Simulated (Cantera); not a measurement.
A diamond (100) surface in a fixed gas of H2 with x(CH4) = 0.0097, x(CH3) = 0.00054, at 1325 K, 0.0290 bar; coverages are run to steady state.

Computed with Cantera and the Harris–Goodwin 1993 mechanism for the reconstructed diamond (100) surface.

θ: site fractions in the mechanism's names (c6HH fully hydrogenated, c6H* and c6*H radical sites, c6** diradical, c6HM methylated).

```json
[
 {"x(H)": "0.0001", "growth (µm/h)": "0.0369", "θ c6HH": "0.672", "θ c6H*": "0.0286", "θ c6*H": "0.294", "θ c6**": "0.00378", "θ c6HM": "0.000162"},
 {"x(H)": "0.00024", "growth (µm/h)": "0.194", "θ c6HH": "0.544", "θ c6H*": "0.0393", "θ c6*H": "0.403", "θ c6**": "0.0103", "θ c6HM": "0.000234"},
 {"x(H)": "0.00059", "growth (µm/h)": "___", "θ c6HH": "___", "θ c6H*": "0.0464", "θ c6*H": "0.476", "θ c6**": "___", "θ c6HM": "___"},
 {"x(H)": "0.0014", "growth (µm/h)": "1.42", "θ c6HH": "0.404", "θ c6H*": "0.0497", "θ c6*H": "0.510", "θ c6**": "0.0329", "θ c6HM": "0.000377"},
 {"x(H)": "0.0035", "growth (µm/h)": "2.32", "θ c6HH": "0.379", "θ c6H*": "0.0512", "θ c6*H": "0.525", "θ c6**": "0.0426", "θ c6HM": "0.000434"},
 {"x(H)": "0.0084", "growth (µm/h)": "3.25", "θ c6HH": "0.368", "θ c6H*": "0.0517", "θ c6*H": "0.530", "θ c6**": "0.0480", "θ c6HM": "0.000457"},
 {"x(H)": "0.02", "growth (µm/h)": "4.57", "θ c6HH": "0.364", "θ c6H*": "0.0520", "θ c6*H": "0.532", "θ c6**": "0.0507", "θ c6HM": "0.000448"},
 {"x(H)": "0.05", "growth (µm/h)": "___", "θ c6HH": "0.362", "θ c6H*": "0.0523", "θ c6*H": "0.533", "θ c6**": "0.0520", "θ c6HM": "___"},
 {"x(H)": "0.12", "growth (µm/h)": "10.9", "θ c6HH": "0.361", "θ c6H*": "0.0527", "θ c6*H": "0.533", "θ c6**": "0.0526", "θ c6HM": "0.000311"}
]
```

Task: Complete the blanks.

Result: 
- 0.00059, growth (µm/h): 0.664
- 0.00059, θ c6HH: 0.452
- 0.00059, θ c6**: 0.0212
- 0.00059, θ c6HM: 0.000307
- 0.05, growth (µm/h): 7.05
- 0.05, θ c6HM: 0.000399
